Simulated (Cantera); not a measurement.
Charge: 1 mol CH₃SiCl₃, 0.038 mol C₂H₄, 31 mol H₂, held at 510 Torr.

Cantera equilibrium calculation (NASA polynomials, part measured and part estimated; ideal gas, pure solids and liquids). Candidate condensed phases: C, C₆H₆, C₇H₈, C₈H₁₈, Si, SiC; 109 gas species. The feed counts by its element totals alone. The tables' values for SiCl₃, SiCl are old estimates; treat these amounts as uncertain. Gases not in the tables: Si₂H₆ and higher silanes. The numbers say what is thermodynamically allowed, not how fast it happens.

x: gas mole fraction; n: condensed amount in mol.

| T (K) | x H₂ | x HCl | x H | x CH₄ | x SiCl₂ | n SiC(s) | n C(graphite) |
|---|---|---|---|---|---|---|---|
| 1300 | 0.910 | 0.0858 | 1.28e-6 | 0.00299 | … | 0.975 | 0 |
| 1400 | 0.910 | 0.0874 | 5.63e-6 | 0.00243 | … | 0.990 | 0.00308 |
| 1500 | 0.911 | 0.0875 | 2.04e-5 | 0.00145 | … | 0.990 | 0.0357 |
| 1600 | 0.911 | 0.0873 | 6.29e-5 | 0.000922 | … | 0.988 | 0.0549 |
| 1700 | 0.912 | 0.0871 | 0.000171 | 0.000619 | … | 0.984 | 0.0665 |
| 1800 | 0.912 | 0.0867 | 0.000415 | 0.000435 | … | 0.978 | 0.0720 |
| 1900 | 0.911 | 0.0862 | 0.000919 | 0.000317 | … | 0.971 | 0.0701 |
| 2000 | 0.910 | 0.0857 | 0.00188 | 0.000239 | … | 0.963 | 0.0570 |
| 2100 | 0.908 | 0.0849 | 0.00360 | 0.000185 | … | 0.952 | 0.0269 |

### Question
Fill in the missing entries.

### Answer

- 1300, x SiCl₂: 9.48e-5
- 1400, x SiCl₂: 0.000119
- 1500, x SiCl₂: 0.000197
- 1600, x SiCl₂: 0.000303
- 1700, x SiCl₂: 0.000442
- 1800, x SiCl₂: 0.000614
- 1900, x SiCl₂: 0.000820
- 2000, x SiCl₂: 0.00106
- 2100, x SiCl₂: 0.00132
